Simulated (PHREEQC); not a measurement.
Solution (25 °C): 0.00099 mol/kgw HF, 0.0016 mol/kgw CsF and 1.8e-06 mol/kgw H4SiO4. Closed to the air; pH follows from the charge balance.

All values are PHREEQC results (ion-association model, wateq4f.dat), not measurements.

```tsv
quantity	before	after
pH	3.58	7.25
ionic strength (mol/kgw)	0.00188	0.00160
F- (mol/kgw)	0.00187	0.00160
HF (mol/kgw)	0.000705	1.30e-7
HF2- (mol/kgw)	5.06e-6	7.98e-10
H4SiO4 (mol/kgw)	1.40e-6	1.79e-6
SI of Quartz (SiO2)	-1.87	-1.77
```

What was changed between the two runs?
A. diluted 10-fold with water
B. temperature from 25 to 35 °C
C. HF left out
D. HF from 0.00099 to 0.0099 mol/kgw
E. HF from 0.00099 to 0.00495 mol/kgw

C, HF left out

No solid was allowed to form. SiF6-2 is the database's only silicon fluoride.
